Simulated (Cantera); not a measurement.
Input: 1 mol C, 0.043 mol NH3, 0.04 mol CO2, held at 3000 K and 1.00 bar.

Cantera equilibrium calculation (NASA polynomials, part measured and part estimated; ideal gas, pure solids and liquids). Candidate condensed phases: C, C6H6, C7H8, C8H18, H2O; 136 gas species. Equilibrium is a limit: real reactors are often held back by kinetics, nucleation or transport.

Base state: CO 0.461, H2 0.289, N2 0.103, H 0.0850, HCN 0.0345, C2H2 (acetylene) 0.0180, HNC 0.00651, CN 0.00104 (mole fractions); condensed: C(graphite).

Problem. What changes in the equilibrium state with this change: temperature from 3000 K to 1723.15 K?

Solution. 
| species | before | after |
|---|---|---|
| CO | 0.461 | 0.482 |
| H2 | 0.289 | 0.388 |
| N2 | 0.103 | 0.129 |
| H | 0.0850 | 0.000114 |
| HCN | 0.0345 | 0.000928 |
| C2H2 (acetylene) | 0.0180 | 3.51e-5 |
| C2H | 0.000908 | <1e-9 |
| C4H2 | 0.000467 | 1.25e-9 |
| CN | 0.00104 | 3.04e-9 |
| C(graphite), mol | 0.946 | 0.960 |

Problem. What changes in the equilibrium state with this change: 0.66 mol N2 added?

Solution. 
```tsv
species	before	after
N2	0.103	0.788
CO	0.461	0.0952
H2	0.289	0.0381
C2H2 (acetylene)	0.0180	0.00237
H	0.0850	0.0308
HCN	0.0345	0.0346
CH3	3.04e-5	1.45e-6
C2N2	9.69e-5	0.000743
C4N2	1.65e-6	1.27e-5
CH2	2.07e-5	2.73e-6
C(graphite), mol	0.946	0.916
```
